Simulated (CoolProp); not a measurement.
Vapour-liquid equilibrium of n-butane (1) + cis-2-butene (2) at 1.93 MPa; x and y are mole fractions of (1).

Model: multi-fluid Helmholtz-energy mixture model, Bücker 2006 and Lemmon 2005; pair parameters Bell 2016, in CoolProp.

```json
[
 {"x": "0.05", "bubble temperature (K)": "388.8", "y at the bubble point": "0.054", "dew temperature at overall composition x (K)": "388.9", "liquid density (mol/L)": "8.505"},
 {"x": "0.2", "bubble temperature (K)": "387.9", "y at the bubble point": "0.210", "dew temperature at overall composition x (K)": "388.0", "liquid density (mol/L)": "8.355"},
 {"x": "0.35", "bubble temperature (K)": "387.2", "y at the bubble point": "0.361", "dew temperature at overall composition x (K)": "387.2", "liquid density (mol/L)": "8.208"},
 {"x": "0.5", "bubble temperature (K)": "386.6", "y at the bubble point": "0.509", "dew temperature at overall composition x (K)": "386.7", "liquid density (mol/L)": "8.066"},
 {"x": "0.65", "bubble temperature (K)": "386.2", "y at the bubble point": "0.656", "dew temperature at overall composition x (K)": "386.2", "liquid density (mol/L)": "7.928"},
 {"x": "0.8", "bubble temperature (K)": "385.9", "y at the bubble point": "0.803", "dew temperature at overall composition x (K)": "385.9", "liquid density (mol/L)": "7.793"},
 {"x": "0.95", "bubble temperature (K)": "385.6", "y at the bubble point": "0.951", "dew temperature at overall composition x (K)": "385.6", "liquid density (mol/L)": "7.662"}
]
```

No azeotrope shows between x = 0.05 and 0.95.

The pair parameters rest on a limited set of measurements; away from them the model extrapolates.
